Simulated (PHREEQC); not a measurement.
Acid mine or pickling water (model solution)

Synthetic water in mg/kgw, 25 °C, pH 1.98, pe 12.5:

```csv
constituent,mg/kgw
Na,156
K,3.71
Ca,560
Mg,81.8
Cl,319
S(6) as SO4,2550
Mn(2),52.4
Ni,19.2
```

Cl is adjusted to close the charge balance.
Valence states are taken as typed.

Model: ion-association model, wateq4f.dat, run in PHREEQC.

Precipitation was switched off in this run.

Estimate the ionic strength.

ionic strength 0.0696 mol/kgw.

In which forms is K present?

K+ 96 %, KSO4- 3.6 % of the K.

Species that the database lacks are ignored.
